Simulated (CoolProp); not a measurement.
A single-stage vapour-compression cycle with the fluid: evaporating at 287.15 K (dew point), condensing at 342.15 K (bubble point), superheat 10 K, subcooling 0 K, compressor efficiency 0.75, no pressure losses. The same conditions are run with several fluids, on thermodynamics alone (safety and materials aside).

Computed with CoolProp (reference Helmholtz-energy equation of state of each fluid (R123: Younglove 1994; c-C4F8 (RC318): Platzer 1990; cyclopropane: Polt 1992; n-perfluoropentane: Gao 2022; R407C: Lemmon 2003; sulfur dioxide: Gao 2016)). The equations of Platzer and Polt are older, rougher fits. Blends and air are pseudo-pure fits.

Task: Rank R123, c-C4F8 (RC318), cyclopropane, n-perfluoropentane, R407C, sulfur dioxide by cooling COP, highest first.

Result: R123 (3.13), sulfur dioxide (3.11), cyclopropane (2.98), c-C4F8 (RC318) (2.31), n-perfluoropentane (2.25), R407C (2.18)

| fluid | pressure ratio | discharge temperature (K) | refrigerating effect (kJ/kg) | volumetric capacity (kJ/m³) |
|---|---|---|---|---|
| R123 | 6.16 | 360.0 | 125 | 475 |
| c-C4F8 (RC318) | 4.82 | 342.1 | 53.0 | 997 |
| cyclopropane | 3.82 | 378.1 | 301 | 3010 |
| n-perfluoropentane | 6.39 | 342.2 | 43.5 | 292 |
| R407C | 4.57 | 379.8 | 113 | 3320 |
| sulfur dioxide | 5.18 | 447.2 | 296 | 2150 |

The compression ends wet for: c-C4F8 (RC318); n-perfluoropentane.
